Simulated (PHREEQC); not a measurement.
Nickel, zinc or cadmium bath with silver or lead bath: an equilibrium model

Solution A (26 mmol/kgw NiCl2, 28 mmol/kgw KCl and 0.036 mmol/kgw H2SO4) is mixed with solution B (0.034 mol AgNO3 and 0.0001 mol Zn(NO3)2 per kg of water) at 25 °C; shares are by mass of water, 1 kg in all. Oxygen is held at 0.21 atm. CO2 from the air is kept out. The run lets Zincite(c), Zn4(OH)6SO4, Zn5(OH)8Cl2, Ni(OH)2, Ni4(OH)6SO4, Cerargyrite, Ag2O, Ag2SO4, Goslarite, Morenosite precipitate or redissolve, and no other solid.

Computed with PHREEQC (ion-association model, wateq4f.dat).

**Question.** Predict pH, Cerargyrite (mol) at share of solution B = 0.2, 0.3, 0.8.

**Answer.** 
```csv
share of solution B,pH,Cerargyrite (mol)
0.2,4.32,0.00680
0.3,4.37,0.0102
0.8,4.90,0.0160
```

Species that the database lacks are ignored.
